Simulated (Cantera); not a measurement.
What does this Cantera script print?

```python
import numpy as np
import cantera as ct

gas = ct.Solution("gri30.yaml")
gas.TPX = 1175, 16000, {'N2O': 1, 'N2': 0.17}
reactor = ct.IdealGasConstPressureReactor(gas, energy="off", clone=False)
net = ct.ReactorNet([reactor])
net.rtol, net.atol = 1e-08, 1e-18
show = ['N2O', 'NO', 'N2', 'O', 'O2', 'NO2']
times = np.geomspace(3e-06, 5, 9)

steps = ct.SolutionArray(gas, extra=["t"])
rows = []
print(f"{'t/s':>10s}{'T/K':>9s}{'P/Pa':>11s}" + "".join(f"{s:>11s}" for s in show))
for t in times:
    while net.time < t:
        t_next = net.step()
        steps.append(gas.state, t=t_next)
    rows.append([np.interp(t, steps.t, y) for y in (steps.T, steps.P, *steps(*show).X.T)])
    print(f"{t:10.3e}{rows[-1][0]:9.1f}{rows[-1][1]:11.4g}" + "".join(f"{x:11.3e}" for x in rows[-1][2:]))
rate = np.gradient(steps.T, steps.t)
print("integrator steps:", len(steps.t))
if steps.T.max() > steps.T[0] + 200:
    print(f"time of steepest temperature rise: {steps.t[rate.argmax()]:.4e} s")
gas.TPX = 1175, 16000, {'N2O': 1, 'N2': 0.17}
gas.equilibrate("TP")
print(f"equilibrium (TP): T = {gas.T:.1f} K  " + "  ".join(f"{s} {gas[s].X[0]:.3e}" for s in show))
```

Output:

```
       t/s      T/K       P/Pa        N2O         NO         N2          O         O2        NO2
 3.000e-06   1175.0    1.6e+04  8.547e-01  4.563e-10  1.453e-01  7.489e-08  2.173e-09  3.470e-19
 1.798e-05   1175.0    1.6e+04  8.547e-01  1.482e-08  1.453e-01  3.853e-07  7.059e-08  3.677e-16
 1.078e-04   1175.0    1.6e+04  8.547e-01  3.198e-07  1.453e-01  1.094e-06  1.523e-06  1.699e-13
 6.461e-04   1175.0    1.6e+04  8.547e-01  2.931e-06  1.453e-01  1.219e-06  1.396e-05  1.425e-11
 3.873e-03   1175.0    1.6e+04  8.544e-01  1.872e-05  1.455e-01  1.219e-06  8.918e-05  5.778e-10
 2.322e-02   1175.0    1.6e+04  8.530e-01  1.132e-04  1.463e-01  1.219e-06  5.395e-04  1.999e-08
 1.392e-01   1175.0    1.6e+04  8.445e-01  6.750e-04  1.516e-01  1.218e-06  3.218e-03  5.317e-07
 8.341e-01   1175.0    1.6e+04  7.962e-01  3.885e-03  1.814e-01  1.213e-06  1.856e-02  6.330e-06
 5.000e+00   1175.0    1.6e+04  5.708e-01  1.872e-02  3.204e-01  1.178e-06  9.007e-02  3.526e-05
integrator steps: 567
equilibrium (TP): T = 1175.0 K  N2O 4.889e-09  NO 1.821e-04  N2 7.005e-01  O 2.010e-08  O2 2.993e-01  NO2 1.656e-06
```

Detailed kinetics in Cantera: GRI-Mech 3.0 (53 species, 325 reactions). GRI-Mech 3.0 was tuned for natural gas; its chemistry of N2O as a main component is partial and can be far from experiment. The mechanism lacks the step 2 NO + O2 → 2 NO2, which can matter for NO2 below about 1400 K. The temperature is held fixed by assumption; the heat of reaction is taken as removed at once.
